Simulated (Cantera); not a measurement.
Cantera run:

```python
import numpy as np
import cantera as ct

gas_names = [...]  # 87 gases of nasa_gas.yaml made of C, H, Si
cond_names = """
    C(gr) C6H6(L) C7H8(L) C8H18(L),n-octa Si(cr) Si(L) SiC(b)
""".split()


# ... load() reads the species with a 1 bar reference pressure and builds the phases ...
atoms = {
    'SiH4': {'Si': 1, 'H': 4},
    'C2H4': {'C': 2, 'H': 4},
    'H2': {'H': 2},
}
top_T = {'C(gr)': 4500, 'SiC(b)': 3050}  # K; cautious upper limits of use, not melting points


# ... equilibrate(T, P, feed) seeds the gas with the atoms and calls Mixture.equilibrate('TP', solver="vcs", rtol=1e-11, max_steps=5000) ...
results = []
feed = {'SiH4': 1, 'C2H4': 0.017, 'H2': 150}  # mol
T = 1850  # K
P = 2900  # Pa
mix = equilibrate(T, P, feed)
results.append((T, P, feed, dict(zip(mix.species_names, mix.species_moles))))
x = sorted(zip(gas.X, gas.species_names), reverse=True)
print(f"T = {T:g} K  P = {P:g} Pa  gas = {mix.phase_moles(0):.4g} mol")
print("   x: " + "  ".join(f"{s} {v:.3e}" for v, s in x if v > 0.001))
print("   condensed (mol): " + ("  ".join(f"{mix.phase(i).name} {mix.phase_moles(i):.4g}"
      for i in range(1, mix.n_phases) if mix.phase_moles(i) > 1e-12) or "none"))
```

Output:

```
T = 1850 K  P = 2900 Pa  gas = 152.3 mol
   x: H2 9.965e-01  H 3.158e-03
   condensed (mol): Si(L) 0.9191  SiC(b) 0.03337
```

Cantera equilibrium calculation (NASA polynomials, part measured and part estimated; ideal gas, pure solids and liquids). Mutual solubility and eutectic melting of coexisting phases are not modelled. Gases not in the tables: Si2H6 and higher silanes.
